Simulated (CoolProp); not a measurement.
R1233zd(E) along the isobar 42.2 bar: fugacity coefficient from the reference equation and from simpler models built on Tc = 165.7 °C, pc = 35.83 bar, ω = 0.304; each cubic takes its own stable root.

Computed with CoolProp (reference Helmholtz-energy equation of state, Akasaka 2022).

```csv
T (°C),phase,reference
46.85,liquid,0.06863
63.05,liquid,0.1052
79.35,liquid,0.1532
95.55,liquid,0.2123
111.85,liquid,0.2831
128.05,liquid,0.3634
144.35,liquid,0.4518
160.55,liquid,0.5435
176.85,supercritical,0.6291
```

**Question.** How far does each simpler model (van der Waals, Soave-Redlich-Kwong, Peng-Robinson) lie from the reference over these 9 states: mean and median of the absolute difference, and the worst?

**Answer.** 
- van der Waals: mean 76.4 %, median 52.5 %, worst +222.6 % at 46.85 °C and 42.2 bar
- Soave-Redlich-Kwong: mean 3.7 %, median 4.0 %, worst +4.5 % at 111.85 °C and 42.2 bar
- Peng-Robinson: mean 0.4 %, median 0.2 %, worst -1.7 % at 176.85 °C and 42.2 bar
